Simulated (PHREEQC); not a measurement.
Solution (20 °C): 0.0059 mol HF, 0.034 mol K2HPO4 and 6e-05 mol KCl per kg of water. Closed to the air; pH follows from the charge balance.

Model: ion-association model, phreeqc.dat, run in PHREEQC.

```tsv
quantity	before	after
pH	7.57	9.31
ionic strength (mol/kgw)	0.0935	0.0991
HPO4-2 (mol/kgw)	0.0268	0.0322
H2PO4- (mol/kgw)	0.00590	0.000125
KHPO4- (mol/kgw)	0.00131	0.00154
PO4-3 (mol/kgw)	1.53e-6	0.000106
```

**Question.** Name the change that produced these shifts.
(A) temperature from 20 to 80 °C
(B) K2HPO4 from 0.034 to 0.017 mol/kgw
(C) HF left out
(D) K2HPO4 from 0.034 to 0.0068 mol/kgw
(E) KCl left out

**Answer.** C, HF left out

No solid was allowed to form.
